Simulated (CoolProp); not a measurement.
Vapour-liquid equilibrium of carbon dioxide (1) + C2F6 (R116) (2) at 1.36 MPa; x and y are mole fractions of (1).

Model: multi-fluid Helmholtz-energy mixture model, Span 1996 and Lemmon 2006; pair parameters Bell 2016, in CoolProp.

```
x      bubble temperature, mixture model (K)  bubble temperature, Raoult's law (K)  y, mixture model  y, Raoult's law
-----  -------------------------------------  ------------------------------------  ----------------  ---------------
0.05                                   258.5                                 260.5             0.113            0.090
0.125                                  253.5                                 258.4             0.265            0.212
0.2                                    249.2                                 256.4             0.390            0.320
0.275                                  245.8                                 254.6             0.486            0.417
0.35                                   243.2                                 252.9             0.559            0.503
0.425                                  241.4                                 251.3             0.613            0.581
0.5                                    240.1                                 249.8             0.655            0.653
0.575                                  239.3                                 248.4             0.689            0.717
0.65                                   238.8                                 247.1             0.719            0.777
0.725                                  238.5                                 245.8             0.748            0.832
0.8                                    238.5                                 244.6             0.783            0.882
0.875                                  238.9                                 243.5             0.831            0.929
0.95                                   240.1                                 242.4             0.912            0.973
```

The largest gap from Raoult's law is -9.9 K in bubble temperature, at x = 0.425. y crosses x between x = 0.725 and 0.8: the model has an azeotrope there.

The pair parameters rest on a limited set of measurements; away from them the model extrapolates.
